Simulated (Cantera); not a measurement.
An adiabatic, constant-pressure homogeneous reactor starts with H2 : O2 : N2 = 1 : 1.32 : 4.95 (molar parts), equivalence ratio 0.38, at 1300 K and 8.68 atm. Integrator tolerance rtol = 1e-08.

Computed with Cantera and the H2/O2 subset of GRI-Mech 3.0, which has no nitrogen chemistry. The hydrogen kinetics of GRI-Mech 3.0 are dated; newer H2 mechanisms differ, most at raised pressure.

Question: What does this change do: initial temperature 1300 to 1625 K?

Answer: 
| quantity | before | after |
|---|---|---|
| time of steepest temperature rise | 5.84 µs | 1.25 µs |
| temperature at 0.300 s | 2254 K | 2522 K |
| equilibrium temperature | 2254 K | 2522 K |
| x(H2) at 0.300 s | 0.000226 (gas-phase equilibrium 0.000226) | 0.000925 (gas-phase equilibrium 0.000925) |
| x(O2) at 0.300 s | 0.120 (gas-phase equilibrium 0.120) | 0.118 (gas-phase equilibrium 0.118) |
| x(OH) at 0.300 s | 0.00377 (gas-phase equilibrium 0.00377) | 0.00928 (gas-phase equilibrium 0.00928) |
| x(H) at 0.300 s | 3.89e-5 (gas-phase equilibrium 3.89e-5) | 0.000286 (gas-phase equilibrium 0.000286) |
| x(H2O) at 0.300 s | 0.145 (gas-phase equilibrium 0.145) | 0.141 (gas-phase equilibrium 0.141) |
| x(H2O2) at 0.300 s | 5.87e-7 (gas-phase equilibrium 5.87e-7) | 1.06e-6 (gas-phase equilibrium 1.06e-6) |

Question: What does this change do: initial temperature 1300 to 1650 K?

Answer: 
```tsv
quantity	before	after
time of steepest temperature rise	5.84 µs	1.17 µs
temperature at 0.300 s	2254 K	2542 K
equilibrium temperature	2254 K	2542 K
x(H2) at 0.300 s	0.000226 (gas-phase equilibrium 0.000226)	0.00101 (gas-phase equilibrium 0.00101)
x(O2) at 0.300 s	0.120 (gas-phase equilibrium 0.120)	0.118 (gas-phase equilibrium 0.118)
x(OH) at 0.300 s	0.00377 (gas-phase equilibrium 0.00377)	0.00983 (gas-phase equilibrium 0.00983)
x(H) at 0.300 s	3.89e-5 (gas-phase equilibrium 3.89e-5)	0.000325 (gas-phase equilibrium 0.000325)
x(H2O) at 0.300 s	0.145 (gas-phase equilibrium 0.145)	0.141 (gas-phase equilibrium 0.141)
x(H2O2) at 0.300 s	5.87e-7 (gas-phase equilibrium 5.87e-7)	1.10e-6 (gas-phase equilibrium 1.10e-6)
```
